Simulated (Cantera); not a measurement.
What does this Cantera script print?

```python
import numpy as np
import cantera as ct

gas_names = [...]  # 92 gases of nasa_gas.yaml made of C, H, N
cond_names = """
    C(gr) C6H6(L) C7H8(L) C8H18(L),n-octa
""".split()


# ... load() reads the species with a 1 bar reference pressure and builds the phases ...
atoms = {
    'C2H6': {'C': 2, 'H': 6},
    'NH3': {'N': 1, 'H': 3},
}
top_T = {'C(gr)': 4500}  # K; cautious upper limits of use, not melting points


# ... equilibrate(T, P, feed) seeds the gas with the atoms and calls Mixture.equilibrate('TP', solver="vcs", rtol=1e-11, max_steps=5000) ...
results = []
feed = {'C2H6': 1, 'NH3': 0.031}  # mol
T = 1198.15  # K
P = 58  # Pa
mix = equilibrate(T, P, feed)
results.append((T, P, feed, dict(zip(mix.species_names, mix.species_moles))))
print(gas.report(threshold=1e-05))
for i in range(1, mix.n_phases):
    print(f"{mix.phase(i).name:16s} {mix.phase_moles(i):12.5e} mol")
```

It prints:

```
       temperature   1198.2 K
          pressure   58 Pa
           density   1.2505e-05 kg/m^3
  mean mol. weight   2.1478 kg/kmol
   phase of matter   gas

                          1 kg             1 kmol
                     ---------------   ---------------
          enthalpy        1.2461e+07        2.6764e+07  J
   internal energy        7.8229e+06        1.6802e+07  J
           entropy         1.091e+05        2.3432e+05  J/K
    Gibbs function       -1.1825e+08       -2.5398e+08  J
 heat capacity c_p             14477             31094  J/K
 heat capacity c_v             10606             22780  J/K

                      mass frac. Y      mole frac. X     chem. pot. / RT
                     ---------------   ---------------   ---------------
                H2           0.93387           0.99492           -25.431
                N2          0.065992         0.0050595           -38.089
     [  +90 minor]        0.00013918        2.2407e-05

C(gr)             1.99996e+00 mol
```

Method: chemical equilibrium by Gibbs-energy minimisation in Cantera with the NASA 1993 tables (ideal gas, pure condensed phases).
